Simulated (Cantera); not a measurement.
# Pb + CO + H₂ (metals in furnace atmospheres)

A closed system holds: 1 mol Pb, 11 mol CO, a varied amount of H₂, at 75.0 Torr.

Method: chemical equilibrium by Gibbs-energy minimisation in Cantera with the NASA 1993 tables (ideal gas, pure condensed phases). Candidate condensed phases: C, C₆H₆, C₇H₈, C₈H₁₈, H₂O, Pb, PbO, PbO₂, Pb₃O₄; 113 gas species. Kinetics and transport are ignored.

Stable condensed phases:

```
T in K \ n(H₂) in mol
         4.2 5.6 7.5  10  13  18  24  31  42  56  74  99
   1973    A   A   A   A   A   A   A   A   A   A   A   A
   1873    A   A   A   A   A   A   A   A   A   A   A   A
   1773    A   A   A   A   A   A   A   A   A   A   A   A
   1673    A   A   A   A   A   A   A   A   A   A   A   A
   1573    A   A   A   A   A   A   A   A   A   A   A   A
   1473    A   A   A   A   A   A   A   A   A   A   A   A
   1373    B   B   B   B   A   A   A   A   A   A   A   A
   1273    C   C   C   C   C   D   D   D   D   A   A   A
   1173    C   C   C   C   C   C   C   D   D   D   D   D
   1073    C   C   C   C   C   C   C   C   D   D   D   D
    973    C   C   C   C   C   C   C   C   C   C   D   D
    873    C   C   C   C   C   C   C   C   C   C   C   D
    773    C   C   C   C   C   C   C   C   C   C   D   D
```

A: gas only; B: C; C: C + Pb; D: Pb.
